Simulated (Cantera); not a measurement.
A Cantera script and what it prints.

```python
import numpy as np
import cantera as ct

gas_names = """
    H HNO HNO2 HNO3 HO2 H2 H2O H2O2 N NH NH2 NH3 NH2OH NO NO2 NO3 N2 N2H2 N2H4 N2O O OH O2 O3 Si SiH
    SiH2 SiH3 SiH4 SiN SiO SiO2 Si2 Si2N Si3
""".split()
cond_names = """
    H2O(s) H2O(L) Si(cr) Si(L) SiO2(Lqz) SiO2(hqz) SiO2(L) Si2N2O(s) Si3N4(a)
""".split()


# ... load() reads the species with a 1 bar reference pressure and builds the phases ...
atoms = {
    'Si3N4': {'Si': 3, 'N': 4},
    'O2': {'O': 2},
    'H2': {'H': 2},
}
top_T = {'Si2N2O(s)': 2100, 'Si3N4(a)': 2400}  # K; cautious upper limits of use, not melting points


# ... equilibrate(T, P, feed) seeds the gas with the atoms and calls Mixture.equilibrate('TP', solver="gibbs", rtol=1e-10, max_steps=50000) ...
results = []
P = 51000  # Pa
for T in [900, 1000, 1100, 1200, 1300, 1400, 1500, 1600, 1700, 1800, 1900, 2000, 2100, 2200]:
    for m in [0.041, 0.059, 0.085, 0.12, 0.18, 0.26, 0.37]:
        feed = {'Si3N4': 1, 'O2': m, 'H2': 11}  # mol
        mix = equilibrate(T, P, feed)
        results.append((T, P, feed, dict(zip(mix.species_names, mix.species_moles))))

for T, P, feed, n in results:
    print(f"{T:7g} {feed['O2']:10.4g}  " + (" + ".join(c for c in cond_names if n.get(c, 0) > 1e-12) or "gas only"))
```

It prints:

```
    900      0.041  Si2N2O(s) + Si3N4(a)
    900      0.059  Si2N2O(s) + Si3N4(a)
    900      0.085  Si2N2O(s) + Si3N4(a)
    900       0.12  Si2N2O(s) + Si3N4(a)
    900       0.18  Si2N2O(s) + Si3N4(a)
    900       0.26  Si2N2O(s) + Si3N4(a)
    900       0.37  Si2N2O(s) + Si3N4(a)
   1000      0.041  Si2N2O(s) + Si3N4(a)
   1000      0.059  Si2N2O(s) + Si3N4(a)
   1000      0.085  Si2N2O(s) + Si3N4(a)
   1000       0.12  Si2N2O(s) + Si3N4(a)
   1000       0.18  Si2N2O(s) + Si3N4(a)
   1000       0.26  Si2N2O(s) + Si3N4(a)
   1000       0.37  Si2N2O(s) + Si3N4(a)
   1100      0.041  Si2N2O(s) + Si3N4(a)
   1100      0.059  Si2N2O(s) + Si3N4(a)
   1100      0.085  Si2N2O(s) + Si3N4(a)
   1100       0.12  Si2N2O(s) + Si3N4(a)
   1100       0.18  Si2N2O(s) + Si3N4(a)
   1100       0.26  Si2N2O(s) + Si3N4(a)
   1100       0.37  Si2N2O(s) + Si3N4(a)
   1200      0.041  Si2N2O(s) + Si3N4(a)
   1200      0.059  Si2N2O(s) + Si3N4(a)
   1200      0.085  Si2N2O(s) + Si3N4(a)
   1200       0.12  Si2N2O(s) + Si3N4(a)
   1200       0.18  Si2N2O(s) + Si3N4(a)
   1200       0.26  Si2N2O(s) + Si3N4(a)
   1200       0.37  Si2N2O(s) + Si3N4(a)
   1300      0.041  Si2N2O(s) + Si3N4(a)
   1300      0.059  Si2N2O(s) + Si3N4(a)
   1300      0.085  Si2N2O(s) + Si3N4(a)
   1300       0.12  Si2N2O(s) + Si3N4(a)
   1300       0.18  Si2N2O(s) + Si3N4(a)
   1300       0.26  Si2N2O(s) + Si3N4(a)
   1300       0.37  Si2N2O(s) + Si3N4(a)
   1400      0.041  Si2N2O(s) + Si3N4(a)
   1400      0.059  Si2N2O(s) + Si3N4(a)
   1400      0.085  Si2N2O(s) + Si3N4(a)
   1400       0.12  Si2N2O(s) + Si3N4(a)
   1400       0.18  Si2N2O(s) + Si3N4(a)
   1400       0.26  Si2N2O(s) + Si3N4(a)
   1400       0.37  Si2N2O(s) + Si3N4(a)
   1500      0.041  Si2N2O(s) + Si3N4(a)
   1500      0.059  Si2N2O(s) + Si3N4(a)
   1500      0.085  Si2N2O(s) + Si3N4(a)
   1500       0.12  Si2N2O(s) + Si3N4(a)
   1500       0.18  Si2N2O(s) + Si3N4(a)
   1500       0.26  Si2N2O(s) + Si3N4(a)
   1500       0.37  Si2N2O(s) + Si3N4(a)
   1600      0.041  Si2N2O(s) + Si3N4(a)
   1600      0.059  Si2N2O(s) + Si3N4(a)
   1600      0.085  Si2N2O(s) + Si3N4(a)
   1600       0.12  Si2N2O(s) + Si3N4(a)
   1600       0.18  Si2N2O(s) + Si3N4(a)
   1600       0.26  Si2N2O(s) + Si3N4(a)
   1600       0.37  Si2N2O(s) + Si3N4(a)
   1700      0.041  Si(L) + Si2N2O(s) + Si3N4(a)
   1700      0.059  Si2N2O(s) + Si3N4(a)
   1700      0.085  Si2N2O(s) + Si3N4(a)
   1700       0.12  Si2N2O(s) + Si3N4(a)
   1700       0.18  Si2N2O(s) + Si3N4(a)
   1700       0.26  Si2N2O(s) + Si3N4(a)
   1700       0.37  Si2N2O(s) + Si3N4(a)
   1800      0.041  Si(L) + Si2N2O(s) + Si3N4(a)
   1800      0.059  Si(L) + Si2N2O(s) + Si3N4(a)
   1800      0.085  Si(L) + Si2N2O(s) + Si3N4(a)
   1800       0.12  Si(L) + Si2N2O(s) + Si3N4(a)
   1800       0.18  Si(L) + Si2N2O(s) + Si3N4(a)
   1800       0.26  Si(L) + Si2N2O(s) + Si3N4(a)
   1800       0.37  Si2N2O(s) + Si3N4(a)
   1900      0.041  Si(L) + Si2N2O(s) + Si3N4(a)
   1900      0.059  Si(L) + Si2N2O(s) + Si3N4(a)
   1900      0.085  Si(L) + Si2N2O(s) + Si3N4(a)
   1900       0.12  Si(L) + Si2N2O(s) + Si3N4(a)
   1900       0.18  Si(L) + Si2N2O(s) + Si3N4(a)
   1900       0.26  Si(L) + Si2N2O(s) + Si3N4(a)
   1900       0.37  Si(L) + Si2N2O(s) + Si3N4(a)
   2000      0.041  Si(L)
   2000      0.059  Si(L)
   2000      0.085  Si(L)
   2000       0.12  Si(L)
   2000       0.18  Si(L) + Si2N2O(s)
   2000       0.26  Si(L) + Si2N2O(s)
   2000       0.37  Si(L) + Si2N2O(s)
   2100      0.041  Si(L)
   2100      0.059  Si(L)
   2100      0.085  Si(L)
   2100       0.12  Si(L)
   2100       0.18  Si(L)
   2100       0.26  Si(L)
   2100       0.37  Si(L)
   2200      0.041  Si(L)
   2200      0.059  Si(L)
   2200      0.085  Si(L)
   2200       0.12  Si(L)
   2200       0.18  Si(L)
   2200       0.26  Si(L)
   2200       0.37  Si(L)
```

These are equilibrium values from Cantera (NASA tables, ideal gas, pure condensed phases), not measurements of a reactor. Mutual solubility and eutectic melting of coexisting phases are not modelled.
